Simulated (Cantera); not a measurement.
An isothermal, constant-pressure homogeneous reactor starts with NO : N₂ = 1 : 0.11 (molar parts), at 2000 K and 1.00 bar. Integrator tolerance rtol = 1e-08.

Computed with Cantera and GRI-Mech 3.0 (53 species, 325 reactions).

Problem. What does this change do: pressure from 1.00 bar to 20.0 Torr?

Solution. 
```tsv
quantity	before	after
x(NO) at 50.0 s	0.00931 (gas-phase equilibrium 0.00931)	0.0126 (gas-phase equilibrium 0.00929)
x(O₂) at 50.0 s	0.445 (gas-phase equilibrium 0.445)	0.442 (gas-phase equilibrium 0.444)
x(N₂) at 50.0 s	0.545 (gas-phase equilibrium 0.545)	0.543 (gas-phase equilibrium 0.544)
x(N₂O) at 50.0 s	4.35e-7 (gas-phase equilibrium 4.35e-7)	8.61e-8 (gas-phase equilibrium 7.09e-8)
x(NO₂) at 50.0 s	2.34e-5 (gas-phase equilibrium 2.34e-5)	5.13e-6 (gas-phase equilibrium 3.80e-6)
x(O) at 50.0 s	0.000449 (gas-phase equilibrium 0.000449)	0.00274 (gas-phase equilibrium 0.00275)
```
Radical loss at walls, strong at low pressure, is not modelled.
